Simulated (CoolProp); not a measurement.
Vapour-liquid equilibrium of propylene (1) + R115 (2) at 82 kPa; x and y are mole fractions of (1).

Model: multi-fluid Helmholtz-energy mixture model, Lemmon 2013 and Lemmon 2016; pair parameters Bell 2016, in CoolProp.

```
x     bubble temperature (°C)  y at the bubble point  dew temperature at overall composition x (°C)  liquid density (mol/L)
----  -----------------------  ---------------------  ---------------------------------------------  ----------------------
0.05                    -46.1                  0.140                                          -44.6                   10.31
0.2                     -50.7                  0.406                                          -47.1                   10.86
0.35                    -53.1                  0.543                                          -49.7                   11.43
0.5                     -54.3                  0.623                                          -52.4                   12.04
0.65                    -54.7                  0.684                                          -54.5                   12.72
0.8                     -54.6                  0.757                                          -54.4                   13.48
0.95                    -53.3                  0.904                                          -52.8                   14.34
```

y crosses x between x = 0.65 and 0.8: the model has an azeotrope there.

Pair parameters are fitted to limited data, so mixtures are less certain than the pure fluids.
